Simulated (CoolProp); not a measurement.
n-perfluorohexane at 382.64 K and 11.5 MPa is throttled through a valve to 3.03 MPa with no heat exchange. Each further row changes one setting.

Computed with CoolProp (reference Helmholtz-energy equation of state, Gao 2022).

```
case                       temperature change (K)  final density (kg/m³)
-------------------------  ----------------------  ---------------------
as stated                                    +0.9                    ___
outlet pressure 0.909 MPa                    +0.7                    ___
outlet pressure 3.94 MPa                     +0.9                    ___
```

Question: What belongs in the gaps?

Answer: 
- as stated, final density (kg/m³): 1420
- outlet pressure 0.909 MPa, final density (kg/m³): 1390
- outlet pressure 3.94 MPa, final density (kg/m³): 1430
